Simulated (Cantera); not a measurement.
Feed: 1 mol SiCl₄, 2.3 mol O₃, 12 mol N₂, at 0.140 bar.

Method: chemical equilibrium by Gibbs-energy minimisation in Cantera with the NASA 1993 tables (ideal gas, pure condensed phases). Candidate condensed phases: Si, SiO₂, Si₂N₂O, Si₃N₄; 23 gas species. Rates play no part.

At 750 °C, list the 5 most abundant gas species with their mole fractions, and the condensed phases.

N₂ 0.729, O₂ 0.149, Cl₂ 0.121, Cl 0.000506, NO 3.24e-5. Condensed: SiO₂(β-quartz).
